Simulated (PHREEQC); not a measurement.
Dissolve 0.0024 mol/kgw NaHCO3, 0.22 mol/kgw Na2CO3 and 0.0089 mol/kgw KCl at 25 °C. Closed to the air; pH follows from the charge balance.

The numbers come from PHREEQC with the ion-association model, wateq4f.dat.

Each row changes one thing in this solution. This is a speciation only: nothing precipitates in the calculation.

| case | pH | ionic strength (mol/kgw) | Na+ (mol/kgw) | NaCO3- (mol/kgw) | CO3-2 (mol/kgw) | HCO3- (mol/kgw) | SI of Natron (Na2CO3:10H2O) | SI of Nahcolite (NaHCO3) |
|---|---|---|---|---|---|---|---|---|
| as made | 11.18 | 0.411 | 0.313 | 0.129 | 0.0890 | 0.00436 | -1.69 | -2.62 |
| diluted 2-fold with water | 11.18 | 0.229 | 0.169 | 0.0520 | 0.0558 | 0.00319 | -2.30 | -2.99 |
| diluted 5-fold with water | 11.12 | 0.103 | 0.0739 | 0.0145 | 0.0278 | 0.00217 | -3.15 | -3.46 |
| diluted 10-fold with water | 11.05 | 0.0554 | 0.0391 | 0.00513 | 0.0155 | 0.00162 | -3.83 | -3.82 |
| temperature from 25 to 10 °C | 11.56 | 0.487 | 0.351 | 0.0913 | 0.127 | 0.00370 | -0.84 | -2.50 |
| temperature from 25 to 35 °C | 10.95 | 0.369 | 0.292 | 0.150 | 0.0675 | 0.00479 | -2.24 | -2.69 |
| temperature from 25 to 90 °C | 9.94 | 0.261 | 0.240 | 0.202 | 0.0128 | 0.00690 | -4.86 | -3.03 |
| NaHCO3 from 0.0024 to 0.00024 mol/kgw | 11.32 | 0.410 | 0.312 | 0.128 | 0.0888 | 0.00317 | -1.70 | -2.76 |
| 0.003 mol/kgw HF added | 11.01 | 0.411 | 0.314 | 0.128 | 0.0879 | 0.00643 | -1.70 | -2.45 |

Constants without temperature data keep their 25 °C values here.
